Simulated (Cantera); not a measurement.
A perfectly stirred reactor is fed with H₂ : O₂ : N₂ : H₂O = 0.19 : 1 : 4.1 : 0.25 (molar parts), equivalence ratio 0.095, at 0.00690 bar; it is held at 1425 K, and followed from long to short residence time.

Model: the H2/O2 subset of GRI-Mech 3.0, which has no nitrogen chemistry, integrated in Cantera. Radical loss at walls, strong at low pressure, is not modelled. The temperature is held fixed by assumption; the heat of reaction is taken as removed at once.

Predict: x(H₂) at τ = 11.0 s; x(O₂) at τ = 11.0 s; x(H) at τ = 11.0 s; x(OH) at τ = 11.0 s; x(O) at τ = 11.0 s; x(H₂) at τ = 0.210 s; x(O₂) at τ = 0.210 s; x(H) at τ = 0.210 s; x(OH) at τ = 0.210 s; x(O) at τ = 0.210 s.


```json
{
 "x(H₂) at τ = 11.0 s": "0.000372",
 "x(O₂) at τ = 11.0 s": "0.165",
 "x(H) at τ = 11.0 s": "0.000372",
 "x(OH) at τ = 11.0 s": "0.00176",
 "x(O) at τ = 11.0 s": "0.00160",
 "x(H₂) at τ = 0.210 s": "0.00238",
 "x(O₂) at τ = 0.210 s": "0.160",
 "x(H) at τ = 0.210 s": "0.00632",
 "x(OH) at τ = 0.210 s": "0.00435",
 "x(O) at τ = 0.210 s": "0.0107"
}
```
